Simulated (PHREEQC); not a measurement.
PHREEQC input (ion-association model, wateq4f.dat):

```
SOLUTION_MASTER_SPECIES
  An  An-  0  An  62.0  # stands for a non-complexing anion
SOLUTION_SPECIES
  An- = An-
    -log_k 0
    -gamma 3.0 0
PHASES
  Fix_H+
    H+ = H+
    -log_k 0
SOLUTION 1
  temp 25
  units mmol/kgw
  pH 7 charge
  B 0.14
  S(6) 0.058
  Cu(2) 0.058
  Na 10
  An 10
END
SELECTED_OUTPUT 1
  -reset false
  -pH true
  -pe true
  -ionic_strength true
  -water true
  -totals B Cu Na S Cu(1) Cu(2) S(-2) S(6)
  -molalities Hfo_wOH Hfo_wOH2+ Hfo_wO- Hfo_sOH Hfo_sOH2+ Hfo_sO- Hfo_wH2BO3 Hfo_sOCu+ Hfo_wOCu+ Hfo_wSO4-
    Hfo_wOHSO4-2
  -saturation_indices Cu(OH)2 Brochantite Antlerite Mirabilite Chalcanthite
USER_PUNCH 1
  -headings sigma psi
  10 PUNCH EDL("sigma", "Hfo"), EDL("psi", "Hfo")
PRINT
  -reset false
USE solution 1
SURFACE 1
  Hfo_wOH 0.00114607 600 0.51
  Hfo_sOH 2.86517e-05
EQUILIBRIUM_PHASES 1
  Fix_H+ -4 HAn 10
    -force_equality true
  O2(g) -0.68 10
END
# ... the last block is repeated for the other 12 points of pH, with NaOH or the acid as the point needs
```

Selected output (columns that matter, 13 of 13 rows; pH added in front):

```
pH	mu	B	Cu	Na	S	m_Hfo_wOH	m_Hfo_wOH2+	si_Cu(OH)2	si_Brochantite	si_Antlerite	si_Mirabilite	si_Chalcanthite	sigma	psi
4	0.010587	0.00013978	5.5009e-05	0.01	1.7699e-08	0.00038357	0.00069894	-5.0744	-17.029	-13.544	-10.93	-9.7461	0.19726	0.17921
4.67	0.010343	0.00013967	3.7872e-05	0.01	7.9288e-08	0.00056889	0.00049839	-3.895	-12.995	-10.69	-10.273	-9.2507	0.12986	0.15839
5.33	0.010166	0.0001396	1.1063e-05	0.01	4.9153e-07	0.00069144	0.00034094	-3.109	-10.376	-8.8569	-9.4769	-8.9896	0.08	0.13411
6	0.01008	0.00013956	9.9597e-07	0.01	4.0636e-06	0.00076234	0.00024184	-2.8225	-9.6512	-8.4188	-8.5581	-9.1246	0.045421	0.10581
6.67	0.010062	0.00013952	8.5968e-08	0.01	2.4235e-05	0.00081707	0.00017303	-2.6655	-9.5875	-8.512	-7.7824	-9.5318	0.024781	0.076556
7.33	0.010132	0.00013951	3.21e-08	0.010065	5.1002e-05	0.00084827	0.00012566	-2.5249	-10.023	-9.0878	-7.4545	-10.389	0.012271	0.046694
8	0.010174	0.00013953	3.2431e-08	0.010116	5.7502e-05	0.00084984	0.00010665	-2.4534	-11.025	-10.162	-7.3986	-11.605	0.0026284	0.011321
8.67	0.010217	0.00013962	3.5992e-08	0.010173	5.7972e-05	0.00084502	9.5047e-05	-2.4034	-12.162	-11.348	-7.3908	-12.892	-0.00613	-0.0255
9.33	0.010303	0.00013979	4.178e-08	0.010277	5.7998e-05	0.00083519	8.1776e-05	-2.3382	-13.221	-12.473	-7.3828	-14.148	-0.017692	-0.06098
10	0.010461	0.00013994	5.3944e-08	0.010466	5.8e-05	0.00081118	6.3334e-05	-2.2273	-14.119	-13.482	-7.369	-15.378	-0.037018	-0.094799
10.67	0.010938	0.00013998	8.3648e-08	0.010994	5.7999e-05	0.00075363	4.0906e-05	-2.0378	-14.706	-14.258	-7.3321	-16.533	-0.069466	-0.12509
11.33	0.01291	0.00014	1.7696e-07	0.013051	5.7999e-05	0.00062885	1.951e-05	-1.7175	-14.759	-14.632	-7.2058	-17.548	-0.12257	-0.14977
12	0.022262	0.00014	8.3676e-07	0.02255	5.7999e-05	0.00037346	4.3441e-06	-1.0732	-13.581	-14.098	-6.8159	-18.303	-0.21342	-0.1642
```

Complexes and solids missing from the database can't appear. The database's constant for dissolved Cu(OH)2 is higher than later reviews accept.
